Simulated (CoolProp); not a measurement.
Vapour pressure (MPa) of hexamethyldisiloxane (MM): the reference equation beside estimates from Tc = 245.6 °C, pc = 1.931 MPa, ω = 0.418. Clausius-Clapeyron is anchored at 81.25 °C with a constant enthalpy of vaporisation of 32.89 kJ/mol.

Computed with CoolProp (reference Helmholtz-energy equation of state, Thol 2016).

| T (°C) | reference | Lee-Kesler | Clausius-Clapeyron | van der Waals | Redlich-Kwong | Soave-Redlich-Kwong | Peng-Robinson |
|---|---|---|---|---|---|---|---|
| 78.25 | 0.05051 | 0.05033 | 0.05075 | 0.3269 | 0.1273 | 0.05032 | 0.05072 |
| 81.25 | 0.05583 | 0.05568 | 0.05583 | 0.3417 | 0.1372 | 0.05566 | 0.05601 |
| 84.25 | 0.06158 | 0.06147 | 0.06131 | ___ | 0.1476 | 0.06144 | 0.06174 |
| 87.25 | 0.06778 | 0.06773 | 0.06723 | 0.3727 | 0.1585 | 0.06768 | 0.06792 |
| 90.25 | 0.07447 | 0.07448 | 0.07360 | ___ | 0.1701 | 0.07443 | 0.07459 |
| 93.25 | 0.08166 | 0.08175 | 0.08046 | 0.4054 | 0.1822 | 0.08169 | 0.08176 |
| 96.25 | ___ | 0.08956 | 0.08783 | 0.4224 | ___ | 0.08949 | 0.08947 |
| 99.25 | 0.09768 | ___ | 0.09575 | 0.4399 | 0.2083 | 0.09788 | 0.09774 |
| 102.25 | 0.1066 | 0.1069 | 0.1042 | 0.4579 | 0.2223 | 0.1069 | 0.1066 |
| 105.15 | 0.1157 | 0.1162 | 0.1130 | 0.4757 | 0.2365 | 0.1162 | 0.1158 |
| 108.15 | 0.1258 | 0.1264 | 0.1227 | 0.4946 | 0.2519 | 0.1264 | 0.1259 |
| 111.15 | 0.1366 | 0.1373 | 0.1330 | ___ | 0.2679 | ___ | 0.1367 |

Complete the blanks.


- 84.25, van der Waals: 0.3570
- 90.25, van der Waals: 0.3888
- 96.25, reference: 0.08939
- 96.25, Redlich-Kwong: 0.1950
- 99.25, Lee-Kesler: 0.09794
- 111.15, van der Waals: 0.5140
- 111.15, Soave-Redlich-Kwong: 0.1374

Absolute difference from the reference over all 12 rows, mean and median: Lee-Kesler 0.3 and 0.3 %, Clausius-Clapeyron 1.5 and 1.6 %, van der Waals 395.0 and 384.5 %, Redlich-Kwong 122.0 and 120.6 %, Soave-Redlich-Kwong 0.3 and 0.3 %, Peng-Robinson 0.2 and 0.1 %.
